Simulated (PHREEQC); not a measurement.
A solution holds 0.024 mol H2SO4, 0.001 mol FeSO4 and 0.16 mol Fe2(SO4)3 per kg of water, at 25 °C. Closed to the air; pH follows from the charge balance.

Equilibrium calculation in PHREEQC: ion-association model, phreeqc.dat.

Problem. The ionic strength comes out as 0.411 mol/kgw. What activity coefficients do FeHSO4+, Fe(SO4)2-, HSO4-, Fe3(OH)4+5, Fe+3 get?

Solution. FeHSO4+ 0.73, Fe(SO4)2- 0.73, HSO4- 0.73, Fe3(OH)4+5 0.00039, Fe+3 0.096.

This is a speciation only: nothing precipitates in the calculation. Examples of supersaturated solids here: Hematite (slow to form), Goethite (slow to form). Others may be too. Species that the database lacks are ignored.
